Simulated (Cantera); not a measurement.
Equilibrium for abatement and gas-phase synthesis: H₂O + N₂ + SO₂

Charge: 1 mol H₂O, 12 mol N₂, 0.87 mol SO₂, at 1950 Torr.

These are equilibrium values from Cantera (NASA tables, ideal gas, pure condensed phases), not measurements of a reactor. Candidate condensed phases: H₂O, H₂SO₄, S; 35 gas species. Kinetics and transport are ignored.

From 1550 °C to 2150 °C nothing is condensed.

```
T (°C)  log p N₂  log p H₂O  log p SO₂  log p H₂  log p SO  log p OH  log p NO
------  --------  ---------  ---------  --------  --------  --------  --------
1550        0.35      -0.73      -0.79     -3.13     -3.61     -3.68     -3.55
1600        0.35      -0.73      -0.79     -3.01     -3.45     -3.52     -3.42
1650        0.35      -0.73      -0.79     -2.89     -3.29     -3.38     -3.29
1700        0.35      -0.73      -0.79     -2.78     -3.15     -3.23     -3.16
1750        0.35      -0.73      -0.79     -2.68     -3.01     -3.10     -3.04
1800        0.35      -0.74      -0.79     -2.58     -2.87     -2.97     -2.93
1850        0.35      -0.74      -0.79     -2.48     -2.75     -2.85     -2.83
1900        0.35      -0.74      -0.79     -2.39     -2.63     -2.73     -2.73
1950        0.35      -0.74      -0.80     -2.30     -2.52     -2.62     -2.63
2000        0.35      -0.75      -0.80     -2.22     -2.41     -2.52     -2.54
2050        0.35      -0.75      -0.80     -2.15     -2.31     -2.42     -2.45
2100        0.35      -0.76      -0.81     -2.07     -2.21     -2.32     -2.36
2150        0.35      -0.76      -0.81     -2.00     -2.12     -2.23     -2.28
```
log p: log10 of the partial pressure in bar; nothing condenses.
